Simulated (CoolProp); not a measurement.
Saturated liquid density (kg/m³) of R115: the reference equation beside estimates from Tc = 80.0 °C, pc = 3129 kPa, ω = 0.248. Rackett uses Z = 0.29056 − 0.08775 ω.

Values from CoolProp's reference Helmholtz-energy equation of state, Lemmon 2016.

| T (°C) | reference | Rackett | van der Waals |
|---|---|---|---|
| -67.85 | 1643 | 1706 | 1028 |
| -55.75 | 1603 | 1665 | 1004 |
| -43.65 | 1562 | 1622 | 978.9 |
| -31.65 | 1520 | 1577 | 952.7 |
| -19.55 | 1476 | 1529 | 924.5 |
| -7.45 | 1429 | 1479 | 894.4 |
| 4.65 | 1379 | 1426 | 861.9 |
| 16.65 | 1326 | 1369 | 826.7 |
| 28.75 | 1267 | 1306 | 787.4 |
| 40.85 | 1201 | 1234 | 742.9 |
| 52.85 | 1123 | 1151 | 691.3 |

Absolute difference from the reference over all 11 rows, mean and median: Rackett 3.4 and 3.5 %, van der Waals 37.6 and 37.4 %.
